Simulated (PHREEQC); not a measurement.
PHREEQC input (ion-association model, phreeqc.dat):

```
SOLUTION 0
  temp 25
  units mmol/kgw
  pH 7 charge
  Cl 6.01
  Sr 1.3
  Pb 1.7
SOLUTION 1-40
  temp 25
  units mmol/kgw
  pH 7 charge
  Cl 62.49
  Li 0.48
  Mn(2) 31
END
EXCHANGE 1-40
  X 0.0088
  -equilibrate 1
END
SELECTED_OUTPUT 1
  -reset false
  -pH true
  -pe true
  -ionic_strength true
  -water true
  -step true
  -totals Cl Li Mn Pb Sr Mn(2) Mn(3)
  -molalities SrX2 MnX2 PbX2 LiX
  -saturation_indices Pyrochroite Pb(OH)2
PRINT
  -reset false
TRANSPORT
  -cells 40
  -shifts 198
  -lengths 0.005
  -time_step 720
  -dispersivities 0.016
  -boundary_conditions flux flux
  -correct_disp true
  -punch_cells 40
  -punch_frequency 6
END
```

Selected output (columns that matter, 11 of 34 rows; pore volumes added in front):

```
pore volumes	pH	mu	Cl	Li	Mn	Pb	Sr	m_SrX2	m_MnX2	m_PbX2	si_Pyrochroite	si_Pb(OH)2
0	5.0785	0.087785	0.06249	0.00048	0.031	0	0	0	0.0043943	0	-6.9762	-1000
0.4625	5.0778	0.085412	0.060732	0.00046632	0.030119	5.9991e-06	2.4412e-06	9.5981e-07	0.0043917	1.6795e-06	-6.9859	-3.9142
1.0625	5.0573	0.038347	0.02658	0.00018471	0.012962	0.00013171	9.8757e-05	8.305e-05	0.0042128	0.00010083	-7.2843	-2.4077
1.5125	5.0401	0.017219	0.011754	5.5821e-05	0.0055371	0.00015612	0.00015072	0.00026393	0.0038394	0.00029523	-7.6019	-2.2094
1.9625	5.0259	0.010854	0.0073819	1.482e-05	0.0031275	0.00026572	0.00028531	0.00068127	0.0029834	0.00073485	-7.838	-1.936
2.4125	5.0033	0.0092185	0.0063171	3.6661e-06	0.0018365	0.0006536	0.0006616	0.0013418	0.0014916	0.0015664	-8.1017	-1.5688
3.0125	4.9742	0.008697	0.00605	5.3159e-07	0.00061461	0.0012749	0.0011303	0.0017193	0.00037468	0.0023061	-8.631	-1.3298
3.4625	4.9643	0.0086004	0.0060186	1.2238e-07	0.00023671	0.0015093	0.0012582	0.0017576	0.00013254	0.0025099	-9.0643	-1.2749
3.9125	4.96	0.0085672	0.0060118	2.801e-08	8.9047e-05	0.0016144	0.0012974	0.0017535	4.824e-05	0.0025983	-9.4972	-1.2538
4.5125	4.9579	0.0085523	0.0060102	3.9081e-09	2.4067e-05	0.0016693	0.0013067	0.0017399	1.2845e-05	0.0026472	-10.07	-1.2434
4.9625	4.9572	0.0085482	0.00601	8.9132e-10	9.0346e-06	0.0016852	0.0013058	0.0017323	4.8045e-06	0.0026629	-10.496	-1.2405
```
